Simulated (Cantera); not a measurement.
A closed system holds: 1 mol Fe3O4, 0.36 mol CH4, 2.9 mol N2, held at 852 °C and 1 atm.

Cantera equilibrium calculation (NASA polynomials, part measured and part estimated; ideal gas, pure solids and liquids). Candidate condensed phases: C, C6H6, C7H8, C8H18, Fe, Fe(CO)5, FeO, Fe(OH)2, Fe(OH)3, Fe2O3, Fe3O4, H2O; 140 gas species. The tables' stoichiometric FeO is somewhat more stable than real wüstite, so its field is too wide. FeO: taken at fixed stoichiometry. The numbers say what is thermodynamically allowed, not how fast it happens.

Base state: N2 0.729, H2O 0.109, H2 0.0723, CO2 0.0522, CO 0.0382 (mole fractions); condensed: FeO(s).

Problem. What changes in the equilibrium state with this change: temperature from 852 °C to 675 °C?

Solution. 
```
species       before    after
-----------  -------  -------
N2             0.729    0.729
H2O            0.109   0.0989
H2            0.0723   0.0820
CO            0.0382   0.0284
CO2           0.0522   0.0620
CH4          2.54e-7  2.69e-5
NH3          4.67e-6  1.70e-5
FeO(s), mol     3.00     3.00
```

Problem. What changes in the equilibrium state with this change: CH4 from 0.36 to 0.47 mol?

Solution. 
| species | before | after |
|---|---|---|
| N2 | 0.729 | 0.673 |
| H2 | 0.0723 | 0.134 |
| H2O | 0.109 | 0.0836 |
| CO | 0.0382 | 0.0697 |
| CO2 | 0.0522 | 0.0394 |
| NH3 | 4.67e-6 | 1.14e-5 |
| FeO(s), mol | 3.00 | 3.00 |
